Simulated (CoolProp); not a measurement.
Properties of toluene along the isotherm 346.85 °C.

The numbers come from the reference Helmholtz-energy equation of state, Lemmon 2006 in CoolProp. It is a short technical equation, of lower accuracy than the large ones.

```
p (bar)          phase  cp (kJ/(kg K))  Joule-Thomson coefficient (K/MPa)  isothermal compressibility (1/MPa)
-------  -------------  --------------  ---------------------------------  ----------------------------------
0.326              gas           2.182                              6.457                               30.75
0.742              gas      (withheld)                              6.486                               13.55
1.69               gas           2.189                              6.551                               5.996
3.85               gas           2.201                              6.705                               2.679
8.75               gas      (withheld)                              7.089                               1.231
19.9               gas           2.338                              8.180                          (withheld)
45.3     supercritical           3.402                              12.55                              0.5116
103      supercritical      (withheld)                              1.017                          (withheld)
```

What belongs in the gaps?


- 0.742, cp (kJ/(kg K)): 2.184
- 8.75, cp (kJ/(kg K)): 2.233
- 19.9, isothermal compressibility (1/MPa): 0.6142
- 103, cp (kJ/(kg K)): 2.930
- 103, isothermal compressibility (1/MPa): 0.02752
